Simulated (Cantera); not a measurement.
Input: 1 mol SiHCl3, a varied amount of C2H2, 1.6 mol H2, held at 2348 K and 100 Torr.

Points: n(C2H2) (mol) = 0.12, 0.22, 0.33, 0.43, 0.54, 0.64, 0.75, 0.85, 0.96, 1.1, 1.2, 1.3.

Cantera's Mixture.equilibrate('TP', solver="vcs", rtol=1e-11, max_steps=5000) on the NASA tables stopped like this:

```
Si2 5.958e-06  C2H 5.751e-06  C4H2 4.586e-06  CH3 3.749e-06  CH4 3.645e-06  SiH2CL2 3.542e-06
   condensed (mol): C(gr) 0.2385  SiC(b) 0.4019
T = 2348 K  P = 13332.2 Pa  n(C2H2) = 0.43 mol  gas = 4.118 mol
   x: HCL 4.328e-01  H2 3.852e-01  SiCL2 1.335e-01  H 2.099e-02  CL 1.690e-02  SiCL 3.139e-03  SiCL3 2.776e-03  C2H2,acetylene 2.105e-03  Si 1.735e-03  SiC2 2.816e-04  Si2C 1.631e-04  SiH 1.328e-04  SiCL4 4.222e-05  SiH2 3.596e-05  SiHCL3 2.636e-05  C2HCL 2.086e-05  CL2 7.212e-06  Si2 5.958e-06  C2H 5.836e-06  C4H2 4.722e-06  CH3 3.917e-06  CH4 3.865e-06  SiH2CL2 3.474e-06
   condensed (mol): C(gr) 0.4242  SiC(b) 0.4151
ERROR: FAILURE its = 5001!

*******************************************************************************
CanteraError thrown by MultiPhase::equilibrate:
VCS solver failed. Return code: -1
*******************************************************************************
```

Question: What got this run through?

Answer: This is not unique; one that fits is The failure is numerical, not chemical. The same input converged with solver="gibbs", rtol=1e-10, max_steps=50000, and the result passed a check of the equilibrium conditions:
```
T = 2348 K  P = 13332.2 Pa  n(C2H2) = 0.12 mol  gas = 3.805 mol
   x: H2 3.820e-01  HCL 3.802e-01  SiCL2 1.888e-01  H 2.090e-02  CL 1.491e-02  SiCL 5.031e-03  SiCL3 3.462e-03  Si 3.153e-03  C2H2,acetylene 6.322e-04  Si2C 2.964e-04  SiH 2.403e-04  SiC2 1.550e-04  SiH2 6.481e-05  SiCL4 4.644e-05  SiHCL3 3.273e-05  Si2 1.968e-05  CL2 5.611e-06  C2HCL 5.547e-06  SiH2CL2 4.872e-06  CH3 2.129e-06  CH4 2.092e-06  C2H 1.760e-06  Si3 1.074e-06
   condensed (mol): SiC(b) 0.2328
T = 2348 K  P = 13332.2 Pa  n(C2H2) = 0.22 mol  gas = 3.903 mol
   x: HCL 4.414e-01  H2 3.614e-01  SiCL2 1.480e-01  H 2.033e-02  CL 1.780e-02  SiCL 3.305e-03  SiCL3 3.240e-03  C2H2,acetylene 1.975e-03  Si 1.735e-03  SiC2 2.816e-04  Si2C 1.631e-04  SiH 1.286e-04  SiCL4 5.188e-05  SiH2 3.374e-05  SiHCL3 2.980e-05  C2HCL 2.127e-05  CL2 7.996e-06  Si2 5.958e-06  C2H 5.652e-06  C4H2 4.430e-06  SiH2CL2 3.614e-06  CH3 3.560e-06  CH4 3.402e-06
   condensed (mol): C(gr) 0.0349  SiC(b) 0.3865
T = 2348 K  P = 13332.2 Pa  n(C2H2) = 0.33 mol  gas = 4.015 mol
   x: HCL 4.370e-01  H2 3.741e-01  SiCL2 1.402e-01  H 2.069e-02  CL 1.732e-02  SiCL 3.215e-03  SiCL3 2.985e-03  C2H2,acetylene 2.044e-03  Si 1.735e-03  SiC2 2.816e-04  Si2C 1.631e-04  SiH 1.309e-04  SiCL4 4.651e-05  SiH2 3.493e-05  SiHCL3 2.793e-05  C2HCL 2.106e-05  CL2 7.570e-06  Si2 5.958e-06  C2H 5.751e-06  C4H2 4.586e-06  CH3 3.749e-06  CH4 3.645e-06  SiH2CL2 3.542e-06
   condensed (mol): C(gr) 0.2385  SiC(b) 0.4019
T = 2348 K  P = 13332.2 Pa  n(C2H2) = 0.43 mol  gas = 4.118 mol
   x: HCL 4.328e-01  H2 3.852e-01  SiCL2 1.335e-01  H 2.099e-02  CL 1.690e-02  SiCL 3.139e-03  SiCL3 2.776e-03  C2H2,acetylene 2.105e-03  Si 1.735e-03  SiC2 2.816e-04  Si2C 1.631e-04  SiH 1.328e-04  SiCL4 4.222e-05  SiH2 3.596e-05  SiHCL3 2.636e-05  C2HCL 2.086e-05  CL2 7.212e-06  Si2 5.958e-06  C2H 5.836e-06  C4H2 4.722e-06  CH3 3.917e-06  CH4 3.865e-06  SiH2CL2 3.474e-06
   condensed (mol): C(gr) 0.4242  SiC(b) 0.4151
T = 2348 K  P = 13332.2 Pa  n(C2H2) = 0.54 mol  gas = 4.23 mol
   x: HCL 4.281e-01  H2 3.970e-01  SiCL2 1.268e-01  H 2.131e-02  CL 1.647e-02  SiCL 3.058e-03  SiCL3 2.568e-03  C2H2,acetylene 2.170e-03  Si 1.735e-03  SiC2 2.816e-04  Si2C 1.631e-04  SiH 1.348e-04  SiCL4 3.805e-05  SiH2 3.706e-05  SiHCL3 2.475e-05  C2HCL 2.063e-05  CL2 6.847e-06  Si2 5.958e-06  C2H 5.924e-06  C4H2 4.867e-06  CH4 4.106e-06  CH3 4.099e-06  SiH2CL2 3.400e-06
   condensed (mol): C(gr) 0.6293  SiC(b) 0.4289
T = 2348 K  P = 13332.2 Pa  n(C2H2) = 0.64 mol  gas = 4.332 mol
   x: HCL 4.238e-01  H2 4.074e-01  SiCL2 1.211e-01  H 2.159e-02  CL 1.609e-02  SiCL 2.988e-03  SiCL3 2.396e-03  C2H2,acetylene 2.226e-03  Si 1.735e-03  SiC2 2.816e-04  Si2C 1.631e-04  SiH 1.365e-04  SiH2 3.803e-05  SiCL4 3.470e-05  SiHCL3 2.340e-05  C2HCL 2.042e-05  CL2 6.539e-06  C2H 6.001e-06  Si2 5.958e-06  C4H2 4.993e-06  CH4 4.322e-06  CH3 4.260e-06  SiH2CL2 3.331e-06  C2H2,vinylidene 1.002e-06
   condensed (mol): C(gr) 0.8163  SiC(b) 0.4409
T = 2348 K  P = 13332.2 Pa  n(C2H2) = 0.75 mol  gas = 4.445 mol
   x: HCL 4.190e-01  H2 4.183e-01  SiCL2 1.152e-01  H 2.187e-02  CL 1.570e-02  SiCL 2.915e-03  C2H2,acetylene 2.286e-03  SiCL3 2.225e-03  Si 1.735e-03  SiC2 2.816e-04  Si2C 1.631e-04  SiH 1.384e-04  SiH2 3.905e-05  SiCL4 3.143e-05  SiHCL3 2.201e-05  C2HCL 2.019e-05  CL2 6.223e-06  C2H 6.081e-06  Si2 5.958e-06  C4H2 5.128e-06  CH4 4.558e-06  CH3 4.433e-06  SiH2CL2 3.256e-06  C2H2,vinylidene 1.029e-06
   condensed (mol): C(gr) 1.023  SiC(b) 0.4535
T = 2348 K  P = 13332.2 Pa  n(C2H2) = 0.85 mol  gas = 4.547 mol
   x: H2 4.279e-01  HCL 4.146e-01  SiCL2 1.103e-01  H 2.212e-02  CL 1.536e-02  SiCL 2.852e-03  C2H2,acetylene 2.339e-03  SiCL3 2.083e-03  Si 1.735e-03  SiC2 2.816e-04  Si2C 1.631e-04  SiH 1.400e-04  SiH2 3.995e-05  SiCL4 2.879e-05  SiHCL3 2.085e-05  C2HCL 1.997e-05  C2H 6.151e-06  Si2 5.958e-06  CL2 5.956e-06  C4H2 5.245e-06  CH4 4.770e-06  CH3 4.586e-06  SiH2CL2 3.187e-06  C2H2,vinylidene 1.053e-06
   condensed (mol): C(gr) 1.211  SiC(b) 0.4644
T = 2348 K  P = 13332.2 Pa  n(C2H2) = 0.96 mol  gas = 4.659 mol
   x: H2 4.382e-01  HCL 4.097e-01  SiCL2 1.052e-01  H 2.239e-02  CL 1.500e-02  SiCL 2.786e-03  C2H2,acetylene 2.394e-03  SiCL3 1.941e-03  Si 1.735e-03  SiC2 2.816e-04  Si2C 1.631e-04  SiH 1.416e-04  SiH2 4.090e-05  SiCL4 2.620e-05  C2HCL 1.974e-05  SiHCL3 1.965e-05  C2H 6.223e-06  Si2 5.958e-06  CL2 5.681e-06  C4H2 5.371e-06  CH4 5.000e-06  CH3 4.752e-06  SiH2CL2 3.113e-06  C2H2,vinylidene 1.078e-06
   condensed (mol): C(gr) 1.418  SiC(b) 0.4758
T = 2348 K  P = 13332.2 Pa  n(C2H2) = 1.1 mol  gas = 4.802 mol
   x: H2 4.506e-01  HCL 4.035e-01  SiCL2 9.921e-02  H 2.270e-02  CL 1.457e-02  SiCL 2.705e-03  C2H2,acetylene 2.463e-03  SiCL3 1.778e-03  Si 1.735e-03  SiC2 2.816e-04  Si2C 1.631e-04  SiH 1.436e-04  SiH2 4.207e-05  SiCL4 2.330e-05  C2HCL 1.944e-05  SiHCL3 1.825e-05  C2H 6.311e-06  Si2 5.958e-06  C4H2 5.523e-06  CL2 5.358e-06  CH4 5.289e-06  CH3 4.956e-06  SiH2CL2 3.019e-06  C2H2,vinylidene 1.108e-06
   condensed (mol): C(gr) 1.683  SiC(b) 0.4896
T = 23
```

The gas is ideal and each condensed phase is pure. The tables' values for SiCl, SiCl3 are old estimates; treat these amounts as uncertain. Gases not in the tables: Si2H6 and higher silanes.
